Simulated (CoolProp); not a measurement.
Vapour pressure (bar) of carbon dioxide: the reference equation beside estimates from Tc = 31.0 °C, pc = 73.77 bar, ω = 0.224. Clausius-Clapeyron is anchored at -27.25 °C with a constant enthalpy of vaporisation of 13.11 kJ/mol.

Values from CoolProp's reference Helmholtz-energy equation of state, Span 1996.

```
T (°C)  reference  Lee-Kesler  Clausius-Clapeyron  van der Waals  Redlich-Kwong  Peng-Robinson
------  ---------  ----------  ------------------  -------------  -------------  -------------
-40.95      9.698       9.700               10.71          22.71          12.89          9.616
-38.15      10.75       10.74               11.62          24.04          14.10          10.65
-35.45      11.84       11.83               12.54          25.37          15.34          11.73
-32.65      13.05         [?]               13.54          26.80          16.70          12.93
-29.95      14.30       14.28               14.57          28.23          18.09          14.18
-27.25      15.64       15.61               15.64          29.70          19.56          15.51
-24.45      17.13         [?]               16.81          31.28          21.16          16.99
-21.75      18.65       18.61               18.00          32.85          22.80          18.51
-18.95      20.34       20.28               19.29          34.53          24.58          20.20
-16.25      22.07       22.00               20.58          36.20            [?]          21.93
-13.55        [?]       23.82               21.94          37.92          28.28          23.76
-10.75      25.93       25.83               23.41          39.75          30.34          25.79
```

Q: Complete the blanks.

A: 
- -32.65, Lee-Kesler: 13.04
- -24.45, Lee-Kesler: 17.09
- -16.25, Redlich-Kwong: 26.38
- -13.55, reference: 23.91

Absolute difference from the reference over all 12 rows, mean and median: Lee-Kesler 0.2 and 0.2 %, Clausius-Clapeyron 5.4 and 5.5 %, van der Waals 89.1 and 86.3 %, Redlich-Kwong 24.6 and 24.3 %, Peng-Robinson 0.8 and 0.8 %.
